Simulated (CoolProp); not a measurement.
Aqueous potassium acetate as a coolant, 18 % by mass, freezing at -9.6 °C, 1 atm.

Values from CoolProp's Melinder's fits for secondary coolants.

| T (°C) | density (kg/m³) | viscosity (mPa s) | cp (kJ/(kg K)) | Prandtl number |
|---|---|---|---|---|
| -5.7 | 1098 | 3.42 | 3.534 | 24.1 |
| -2.2 | 1097 | 3.00 | 3.540 | 21.0 |
| 1.3 | 1096 | 2.66 | 3.545 | 18.5 |
| 4.8 | 1095 | 2.38 | 3.550 | 16.4 |
| 8.2 | 1094 | 2.15 | 3.555 | 14.7 |
| 11.7 | 1093 | 1.95 | 3.560 | 13.2 |
| 15.2 | 1092 | 1.77 | 3.566 | 11.9 |
| 18.7 | 1091 | 1.62 | 3.571 | 10.8 |
| 22.2 | 1090 | 1.50 | 3.575 | 9.88 |
| 25.6 | 1089 | 1.39 | 3.580 | 9.09 |
| 29.1 | 1087 | 1.29 | 3.585 | 8.37 |
| 32.6 | 1086 | 1.20 | 3.589 | 7.74 |
| 36.1 | 1084 | 1.12 | 3.593 | 7.17 |
